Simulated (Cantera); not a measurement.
Feed: 1 mol Si₃N₄, 0.01 mol O₂, 72 mol N₂, at 1998.15 K and 0.0100 bar.

Equilibrium computed with Cantera from the NASA thermochemical tables; the gas is ideal and each condensed phase is pure. Candidate condensed phases: Si, SiO₂, Si₂N₂O, Si₃N₄; 16 gas species. The tables' values for SiN are old estimates; treat these amounts as uncertain. Kinetics and transport are ignored.

Base state: N₂ 0.995, Si 0.00426, SiO 0.000269, Si₂N 0.000146, SiN 0.000111, Si₂ 4.40e-5 (mole fractions); condensed: Si(l).

Problem. What changes in the equilibrium state with this change: pressure from 0.0100 bar to 0.290 bar?

Solution. 
| species | before | after |
|---|---|---|
| N₂ | 0.995 | 1.000 |
| SiO | 0.000269 | 0.000278 |
| Si | 0.00426 | 9.90e-5 |
| Si₂N | 0.000146 | 1.24e-5 |
| Si₂ | 4.40e-5 | 6.89e-7 |
| SiN | 0.000111 | 1.39e-5 |
| Si(l), mol | 2.62 | 0 |
| Si₃N₄(s), mol | 0 | 0.990 |
